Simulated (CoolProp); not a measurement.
Computed with CoolProp (reference Helmholtz-energy equation of state, Lemmon 2022).

**Question.** For R1234yf, give the phase and the Joule-Thomson coefficient (K/MPa), viscosity (µPa s), conductivity (mW/(m K)) at 67.65 °C and 0.101 MPa; 90.75 °C and 0.101 MPa.

**Answer.** 
- 67.65 °C and 0.101 MPa: gas; Joule-Thomson coefficient 12.0, viscosity 14.2, conductivity 17.4
- 90.75 °C and 0.101 MPa: gas; Joule-Thomson coefficient 9.92, viscosity 15.1, conductivity 19.4

Viscosity comes from a separate model (Bell 2016), an estimate that may be off by 10 % or more. Thermal conductivity comes from a separate model (Perkins 2011).
